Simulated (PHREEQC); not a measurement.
A solution holds 0.75 mol HF, 0.00043 mol H2SiF6 and 0.019 mol H3AsO4 per kg of water, at 93 °C. Closed to the air; pH follows from the charge balance.

Computed with PHREEQC (ion-association model, wateq4f.dat).

| quantity | before | after |
|---|---|---|
| pH | 1.68 | 1.63 |
| ionic strength (mol/kgw) | 0.0243 | 0.0270 |
| HF (mol/kgw) | 0.595 | 0.349 |
| H2F2 (mol/kgw) | 0.0605 | 0.183 |
| HF2- (mol/kgw) | 0.0144 | 0.0133 |
| F- (mol/kgw) | 0.00588 | 0.00900 |
| SI of Quartz (SiO2) | -7.89 | -10.24 |

**Question.** Which change was made?
(A) temperature from 93 to 40 °C
(B) H3AsO4 left out
(C) H2SiF6 from 0.00043 to 0.000387 mol/kgw
(D) HF from 0.75 to 0.825 mol/kgw
(E) 0.04 mol/kgw NH3 added

**Answer.** A, temperature from 93 to 40 °C

Precipitation was switched off in this run. wateq4f.dat counts part of the HF as a dimer, H2F2, which phreeqc.dat doesn't know; its constant is uncertain. Constants without temperature data keep their 25 °C values here. SiF6-2 is the database's only silicon fluoride.
